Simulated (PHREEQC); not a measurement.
Dissolve 22 mmol/kgw HCl, 0.31 mmol/kgw ZnSO4 and 27 mmol/kgw NiSO4 at 25 °C. Closed to the air; pH follows from the charge balance.

All values are PHREEQC results (ion-association model, wateq4f.dat), not measurements.

Each row changes one thing in this solution. Precipitation was switched off in this run.

| case | pH | ionic strength (mol/kgw) | SO4-2 (mol/kgw) | HSO4- (mol/kgw) | Zn+2 (mol/kgw) | ZnSO4 (mol/kgw) | SI of Goslarite (ZnSO4:7H2O) | SI of Zincite(c) (ZnO) |
|---|---|---|---|---|---|---|---|---|
| as made | 1.92 | 0.0866 | 0.0126 | 0.00741 | 0.000200 | 9.48e-5 | -4.43 | -11.39 |
| NiSO4 from 0.027 to 0.135 mol/kgw | 2.19 | 0.291 | (withheld) | 0.0138 | (withheld) | 0.000125 | -4.30 | -11.19 |
| NiSO4 left out | 1.71 | 0.0229 | 0.000138 | (withheld) | 0.000297 | 3.12e-6 | -5.92 | -11.48 |
| ZnSO4 from 0.00031 to 0.00062 mol/kgw | 1.92 | 0.0872 | 0.0128 | 0.00745 | 0.000400 | 0.000190 | -4.13 | -11.08 |
| HCl left out | (withheld) | 0.0692 | 0.0173 | (withheld) | 0.000168 | 0.000124 | -4.31 | -3.08 |
| diluted 10-fold with water | 2.75 | 0.0110 | 0.00207 | 0.000260 | 2.54e-5 | 5.38e-6 | -5.68 | -10.41 |

### Question
Complete the blanks.

### Answer

- NiSO4 from 0.027 to 0.135 mol/kgw, SO4-2 (mol/kgw): 0.0608
- NiSO4 from 0.027 to 0.135 mol/kgw, Zn+2 (mol/kgw): 0.000126
- NiSO4 left out, HSO4- (mol/kgw): 0.000169
- HCl left out, pH: 6.09
- HCl left out, HSO4- (mol/kgw): 7.07e-7

Species that the database lacks are ignored.
